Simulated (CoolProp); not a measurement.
Saturation properties of n-butane (Tc = 425.1 K, pc = 3.796 MPa, ω = 0.201).

Computed with CoolProp (reference Helmholtz-energy equation of state, Bücker 2006).

```json
[
 {"T (K)": "320.1", "p (MPa)": "0.4575", "liquid density (kg/m³)": "546.2", "enthalpy of vaporisation (kJ/kg)": "337.4", "vapour Z": "0.8828", "surface tension (mN/m)": "9.48", "liquid viscosity (µPa s)": "129"},
 {"T (K)": "323", "p (MPa)": "0.4938", "liquid density (kg/m³)": "542.5", "enthalpy of vaporisation (kJ/kg)": "334.0", "vapour Z": "0.8765", "surface tension (mN/m)": "9.16", "liquid viscosity (µPa s)": "126"},
 {"T (K)": "325.9", "p (MPa)": "0.5323", "liquid density (kg/m³)": "538.8", "enthalpy of vaporisation (kJ/kg)": "330.5", "vapour Z": "0.8699", "surface tension (mN/m)": "8.85", "liquid viscosity (µPa s)": "122"},
 {"T (K)": "328.8", "p (MPa)": "0.5730", "liquid density (kg/m³)": "535.0", "enthalpy of vaporisation (kJ/kg)": "326.8", "vapour Z": "0.8631", "surface tension (mN/m)": "8.54", "liquid viscosity (µPa s)": "119"},
 {"T (K)": "331.8", "p (MPa)": "0.6174", "liquid density (kg/m³)": "531.0", "enthalpy of vaporisation (kJ/kg)": "323.0", "vapour Z": "0.8559", "surface tension (mN/m)": "8.22", "liquid viscosity (µPa s)": "116"},
 {"T (K)": "334.7", "p (MPa)": "0.6628", "liquid density (kg/m³)": "527.0", "enthalpy of vaporisation (kJ/kg)": "319.2", "vapour Z": "0.8486", "surface tension (mN/m)": "7.91", "liquid viscosity (µPa s)": "113"},
 {"T (K)": "337.6", "p (MPa)": "0.7106", "liquid density (kg/m³)": "523.0", "enthalpy of vaporisation (kJ/kg)": "315.4", "vapour Z": "0.8411", "surface tension (mN/m)": "7.60", "liquid viscosity (µPa s)": "110"},
 {"T (K)": "340.5", "p (MPa)": "0.7609", "liquid density (kg/m³)": "519.0", "enthalpy of vaporisation (kJ/kg)": "311.4", "vapour Z": "0.8334", "surface tension (mN/m)": "7.30", "liquid viscosity (µPa s)": "107"},
 {"T (K)": "343.4", "p (MPa)": "0.8137", "liquid density (kg/m³)": "514.9", "enthalpy of vaporisation (kJ/kg)": "307.3", "vapour Z": "0.8254", "surface tension (mN/m)": "7.00", "liquid viscosity (µPa s)": "104"},
 {"T (K)": "346.3", "p (MPa)": "0.8693", "liquid density (kg/m³)": "510.7", "enthalpy of vaporisation (kJ/kg)": "303.2", "vapour Z": "0.8172", "surface tension (mN/m)": "6.70", "liquid viscosity (µPa s)": "101"},
 {"T (K)": "349.2", "p (MPa)": "0.9276", "liquid density (kg/m³)": "506.4", "enthalpy of vaporisation (kJ/kg)": "298.9", "vapour Z": "0.8087", "surface tension (mN/m)": "6.40", "liquid viscosity (µPa s)": "98.3"}
]
```

It boils at 272.7 K under 1 atm.

Viscosity comes from a separate model (Vogel 1999). Surface tension comes from a separate correlation (Mulero 2012).
